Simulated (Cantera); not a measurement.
Feed: 1 mol Fe, 0.41 mol H2O, 160 mol H2, equilibrated at 0.380 bar.

These are equilibrium values from Cantera (NASA tables, ideal gas, pure condensed phases), not measurements of a reactor. Candidate condensed phases: Fe, FeO, Fe(OH)2, Fe(OH)3, Fe2O3, Fe3O4, H2O; 12 gas species. Rates play no part.

Problem. At 1750 °C, list the 4 most abundant gas species with their mole fractions, and the condensed phases.

Solution. H2 0.993, H 0.00307, H2O 0.00255, Fe 0.00124. Condensed: Fe(l).
